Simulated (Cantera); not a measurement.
**Equilibrium for boron, boron nitride and boron oxide: BF₃ + O₂ + H₂**

A closed system holds: 1 mol BF₃, 3.3 mol O₂, a varied amount of H₂, equilibrated at 998 K and 10.0 mbar.

Cantera equilibrium calculation (NASA polynomials, part measured and part estimated; ideal gas, pure solids and liquids). Candidate condensed phases: B, B₂O₃, B₃O₃H₃, H₂O; 43 gas species. Gases not in the tables: H₃BO₃. Equilibrium is a limit: real reactors are often held back by kinetics, nucleation or transport.

| n(H₂) (mol) | log p H₂ | log p H₂O | log p HF | log p O₂ | log p BF₃ | n B₂O₃(l) |
|---|---|---|---|---|---|---|
| 5.6 | -10.70 | -2.21 | -2.58 | -3.17 | -3.36 | 0.271 |
| 7.1 | -3.23 | -2.18 | -2.61 | <-14 | -3.48 | 0.294 |
| 9 | -2.63 | -2.27 | -2.69 | <-14 | -3.58 | 0.303 |
| 11 | -2.45 | -2.35 | -2.76 | <-14 | -3.68 | 0.311 |
| 14 | -2.32 | -2.45 | -2.85 | <-14 | -3.79 | 0.320 |
| 18 | -2.23 | -2.55 | -2.94 | <-14 | -3.92 | 0.330 |
| 23 | -2.17 | -2.65 | -3.03 | <-14 | -4.04 | 0.339 |
| 29 | -2.13 | -2.75 | -3.12 | <-14 | -4.16 | 0.348 |
| 36 | -2.10 | -2.84 | -3.20 | <-14 | -4.27 | 0.355 |
| 46 | -2.08 | -2.94 | -3.30 | <-14 | -4.40 | 0.363 |
| 58 | -2.06 | -3.04 | -3.39 | <-14 | -4.53 | 0.371 |
| 73 | -2.05 | -3.14 | -3.48 | <-14 | -4.65 | 0.378 |
| 92 | -2.04 | -3.24 | -3.58 | <-14 | -4.78 | 0.385 |
log p: log10 of the partial pressure in bar; n: condensed amount in mol.

From 5.6 mol H₂ to 92 mol H₂ the condensed part is B₂O₃(l). The share of B in condensed phases is highest at 92 mol H₂ (77.0 %) and lowest at 5.6 mol H₂ (54.1 %).
